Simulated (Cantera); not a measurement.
## SiH2Cl2 + NO + N2O (silicon oxide and oxynitride deposition)

Feed: 1 mol SiH2Cl2, 0.9 mol NO, 3.1 mol N2O, at 2.20 mbar.

Equilibrium computed with Cantera from the NASA thermochemical tables; the gas is ideal and each condensed phase is pure. Candidate condensed phases: H2O, NH4Cl, Si, SiO2, Si2N2O, Si3N4; 47 gas species. The tables hold silica as quartz up to 1696 K and as liquid above; real silica turns to tridymite and cristobalite and melts near 1996 K. Rates play no part.

```json
[
 {"T (K)": "1098", "x N2": "0.545", "x HCl": "0.274", "x O2": "0.145", "x Cl": "0.00381", "x H2O": "0.0165", "x Cl2": "0.0146", "n SiO2(β-quartz)": "1.00", "n SiO2(condensed)": "0"},
 {"T (K)": "1173", "x N2": "0.544", "x HCl": "0.277", "x O2": "0.146", "x Cl": "0.00789", "x H2O": "0.0149", "x Cl2": "0.0109", "n SiO2(β-quartz)": "1.00", "n SiO2(condensed)": "0"},
 {"T (K)": "1248", "x N2": "0.542", "x HCl": "0.276", "x O2": "0.145", "x Cl": "0.0142", "x H2O": "0.0147", "x Cl2": "0.00760", "n SiO2(β-quartz)": "1.00", "n SiO2(condensed)": "0"},
 {"T (K)": "1323", "x N2": "0.540", "x HCl": "0.272", "x O2": "0.144", "x Cl": "0.0225", "x H2O": "0.0161", "x Cl2": "0.00485", "n SiO2(β-quartz)": "1.00", "n SiO2(condensed)": "0"},
 {"T (K)": "1398", "x N2": "0.538", "x HCl": "0.265", "x O2": "0.142", "x Cl": "0.0322", "x H2O": "0.0190", "x Cl2": "0.00290", "n SiO2(β-quartz)": "1.00", "n SiO2(condensed)": "0"},
 {"T (K)": "1473", "x N2": "0.536", "x HCl": "0.256", "x O2": "0.139", "x Cl": "0.0427", "x H2O": "0.0230", "x Cl2": "0.00170", "n SiO2(β-quartz)": "1.00", "n SiO2(condensed)": "0"},
 {"T (K)": "1548", "x N2": "0.534", "x HCl": "0.245", "x O2": "0.136", "x Cl": "0.0540", "x H2O": "0.0279", "x Cl2": "0.00100", "n SiO2(β-quartz)": "1.00", "n SiO2(condensed)": "0"},
 {"T (K)": "1623", "x N2": "0.532", "x HCl": "0.233", "x O2": "0.132", "x Cl": "0.0659", "x H2O": "0.0333", "x Cl2": "0.000604", "n SiO2(β-quartz)": "1.00", "n SiO2(condensed)": "0"},
 {"T (K)": "1698", "x N2": "0.530", "x HCl": "0.220", "x O2": "0.129", "x Cl": "0.0782", "x H2O": "0.0390", "x Cl2": "0.000373", "n SiO2(β-quartz)": "0", "n SiO2(condensed)": "1.000"}
]
```
x: gas mole fraction; n: condensed amount in mol.

From 1098 K to 1623 K the condensed part is SiO2(β-quartz). At 1698 K the condensed part is SiO2(condensed).
